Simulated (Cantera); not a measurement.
Thermodynamics of silicon carbide growth, feed SiH2Cl2 + C2H4 + H2

Charge: 1 mol SiH2Cl2, 0.61 mol C2H4, 34 mol H2, equilibrated at 0.100 bar.

Cantera equilibrium calculation (NASA polynomials, part measured and part estimated; ideal gas, pure solids and liquids). Candidate condensed phases: C, C6H6, C7H8, C8H18, Si, SiC; 109 gas species. The tables' values for SiCl are old estimates; treat these amounts as uncertain. Gases not in the tables: Si2H6 and higher silanes. The numbers say what is thermodynamically allowed, not how fast it happens.

From 1100 K to 2300 K the condensed part is C(graphite) + SiC(s). At 2450 K the condensed part is SiC(s). At 2600 K nothing is condensed. The main Si-bearing gas is SiCl4 at 1100 K and Si at 2600 K.

```
T (K)  log p H2  log p H  log p HCl  log p Si  log p C2H2 (acetylene)  log p Cl  log p SiC2  log p CH4  n C(graphite)  n SiC(s)
-----  --------  -------  ---------  --------  ----------------------  --------  ----------  ---------  -------------  --------
1100      -1.03    -8.10      -2.28      <-13                   -8.90     -9.40        <-13      -3.50          0.110     0.992
1250      -1.02    -6.83      -2.27      <-13                   -7.62     -8.14        <-13      -4.01          0.185     0.998
1400      -1.02    -5.83      -2.27    -11.40                   -6.62     -7.16        <-13      -4.41          0.207     0.998
1550      -1.02    -5.01      -2.27     -9.53                   -5.82     -6.36      -12.11      -4.74          0.216     0.997
1700      -1.02    -4.34      -2.27     -8.00                   -5.16     -5.70      -10.10      -5.01          0.217     0.994
1850      -1.02    -3.78      -2.27     -6.71                   -4.61     -5.15       -8.43      -5.23          0.209     0.990
2000      -1.03    -3.30      -2.28     -5.62                   -4.14     -4.68       -7.01      -5.42          0.181     0.984
2150      -1.03    -2.89      -2.29     -4.69                   -3.74     -4.28       -5.79      -5.59          0.115     0.967
2300      -1.04    -2.53      -2.30     -3.87                   -3.40     -3.94       -4.73      -5.75        0.00770     0.893
2450      -1.06    -2.23      -2.33     -3.15                   -3.15     -3.64       -3.83      -5.92              0     0.508
2600      -1.09    -1.96      -2.36     -2.81                   -3.00     -3.38       -3.39      -6.13              0         0
```
log p: log10 of the partial pressure in bar; n: condensed amount in mol.
